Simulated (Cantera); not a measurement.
Standard-state values (1 bar) from the NASA 1993 polynomials, evaluated with Cantera. Values are per mole of reaction as written; species without (g) are pure solids or liquids, kept so even where they would boil at 1 bar.

4 Na + S2(g) = 2 Na2S

| T (K) | ΔH° (kJ) | ΔS° (J/K) | ΔG° (kJ) | log10 K | condensed phases |
|---|---|---|---|---|---|
| 300 | (withheld) | (withheld) | (withheld) | (withheld) | Na(s), Na2S(s) |
| 350 | (withheld) | (withheld) | (withheld) | (withheld) | Na(s), Na2S(s) |
| 375 | -869.9 | -265.6 | -770.3 | 107.29 | Na(l), Na2S(s) |
| 400 | -869.7 | -265.1 | -763.6 | 99.72 | Na(l), Na2S(s) |
| 425 | -869.5 | -264.6 | -757.0 | 93.04 | Na(l), Na2S(s) |
| 450 | -869.2 | -264.0 | -750.4 | 87.10 | Na(l), Na2S(s) |
| 475 | -868.9 | -263.3 | -743.8 | 81.79 | Na(l), Na2S(s) |
| 500 | (withheld) | (withheld) | (withheld) | (withheld) | Na(l), Na2S(s) |
| 525 | (withheld) | (withheld) | (withheld) | (withheld) | Na(l), Na2S(s) |
| 550 | -867.8 | -261.2 | -724.1 | 68.77 | Na(l), Na2S(s) |
| 575 | -867.4 | -260.4 | -717.6 | 65.19 | Na(l), Na2S(s) |

Problem. Fill in the missing entries.

Solution. 
- 300, ΔH° (kJ): -860.6
- 300, ΔS° (J/K): -240.9
- 300, ΔG° (kJ): -788.3
- 300, log10 K: 137.25
- 350, ΔH° (kJ): -859.7
- 350, ΔS° (J/K): -238.3
- 350, ΔG° (kJ): -776.3
- 350, log10 K: 115.86
- 500, ΔH° (kJ): -868.6
- 500, ΔS° (J/K): -262.6
- 500, ΔG° (kJ): -737.2
- 500, log10 K: 77.02
- 525, ΔH° (kJ): -868.2
- 525, ΔS° (J/K): -261.9
- 525, ΔG° (kJ): -730.7
- 525, log10 K: 72.70
